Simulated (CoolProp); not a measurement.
The numbers come from the reference Helmholtz-energy equation of state, Lemmon 2006 in CoolProp. It is a short technical equation, of lower accuracy than the large ones.

**Question.** For CH3F (R41), give the phase and the Z, cv (kJ/(kg K)), Joule-Thomson coefficient (K/MPa) at 202.5 K and 1620 kPa.

**Answer.** 
- 202.5 K and 1620 kPa: liquid; Z 0.0378, cv 1.26, Joule-Thomson coefficient -0.279
